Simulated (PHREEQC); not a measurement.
Consider water at 37 °C and 100 atm with 0.005 mol ZnSO4, 0.018 mol CuCl2, 0.00026 mol H2SO4 and 5e-05 mol NaCl per kg of water. Closed to the air; pH follows from the charge balance.

Model: ion-association model, phreeqc.dat, run in PHREEQC.

- pH = 3.42
- ionic strength = 0.0630 mol/kgw
- specific conductance = 5540 µS/cm
- density = 1.001 g/cm³
- total alkalinity = -0.520 meq/kg

```
species     molality  activity   log γ
----------  --------  --------  ------
Cl-           0.0346    0.0276  -0.099
Cu+2          0.0152   0.00682  -0.348
Zn+2         0.00419   0.00180  -0.368
SO4-2        0.00295   0.00126  -0.370
CuSO4        0.00170   0.00173   0.006
CuCl+        0.00109  0.000874  -0.098
ZnSO4       0.000510  0.000518   0.006
H+          0.000452  0.000380  -0.075
ZnCl+       0.000275  0.000220  -0.098
HSO4-        6.89e-5   5.55e-5  -0.094
Na+          4.97e-5   4.02e-5  -0.092
Zn(SO4)2-2   1.34e-5   5.65e-6  -0.377
CuCl2        1.31e-5   1.33e-5   0.006
ZnCl2        5.05e-6   5.13e-6   0.006
```

Precipitation was switched off in this run. Under pressure, the constants of complexes without a molar volume in the database are unreliable. Constants without temperature data keep their 25 °C values here.
